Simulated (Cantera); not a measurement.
# Low-pressure radical oxidation in H2/O2

An isothermal, constant-pressure homogeneous reactor starts with 4.58 % H2, 95.4 % O2, at 1398 K and 1330 Pa.

Computed with Cantera and the H2/O2 subset of GRI-Mech 3.0, which has no nitrogen chemistry. Radical loss at walls, strong at low pressure, is not modelled. The temperature is held fixed by assumption; the heat of reaction is taken as removed at once.

| t (s) | x H2 | x O2 | x H | x O | x H2O2 | x OH | x HO2 |
|---|---|---|---|---|---|---|---|
| 0.000200 | 0.0458 | 0.954 | 1.95e-7 | 4.87e-7 | 3.13e-10 | 4.08e-7 | 1.99e-7 |
| 0.000367 | 0.0458 | 0.954 | 1.32e-6 | 3.57e-6 | 1.01e-9 | 2.95e-6 | 3.67e-7 |
| 0.000675 | 0.0456 | 0.954 | 4.12e-5 | 0.000113 | 3.13e-9 | 9.28e-5 | 7.36e-7 |
| 0.00124 | 0.0161 | 0.930 | 0.00546 | 0.0171 | 9.76e-8 | 0.00873 | 1.96e-6 |
| 0.00228 | 0.000777 | 0.915 | 0.00503 | 0.0340 | 5.02e-8 | 0.00558 | 1.78e-6 |
| 0.00419 | 0.000705 | 0.916 | 0.00478 | 0.0335 | 4.82e-8 | 0.00539 | 1.75e-6 |
| 0.00770 | 0.000681 | 0.917 | 0.00451 | 0.0322 | 4.80e-8 | 0.00530 | 1.73e-6 |
| 0.0141 | 0.000638 | 0.919 | 0.00406 | 0.0300 | 4.75e-8 | 0.00514 | 1.69e-6 |
| 0.0260 | 0.000569 | 0.923 | 0.00336 | 0.0264 | 4.64e-8 | 0.00486 | 1.63e-6 |
| 0.0477 | 0.000463 | 0.929 | 0.00242 | 0.0211 | 4.42e-8 | 0.00440 | 1.51e-6 |
| 0.0877 | 0.000328 | 0.936 | 0.00141 | 0.0147 | 4.00e-8 | 0.00372 | 1.31e-6 |
| 0.161 | 0.000192 | 0.943 | 0.000616 | 0.00842 | 3.32e-8 | 0.00285 | 1.01e-6 |
| 0.296 | 9.09e-5 | 0.948 | 0.000198 | 0.00394 | 2.44e-8 | 0.00197 | 6.71e-7 |
| 0.544 | 3.64e-5 | 0.951 | 4.98e-5 | 0.00156 | 1.58e-8 | 0.00125 | 3.75e-7 |
| 1.00 | 1.33e-5 | 0.952 | 1.10e-5 | 0.000570 | 9.16e-9 | 0.000757 | 1.84e-7 |
x: mole fraction; the columns are a selection and need not sum to one.

Equilibrium at this temperature and pressure: H2 1.83e-7, O2 0.953, H 1.77e-8, O 7.81e-6, H2O2 5.82e-10, OH 8.90e-5, HO2 6.43e-8 (gas phase only).
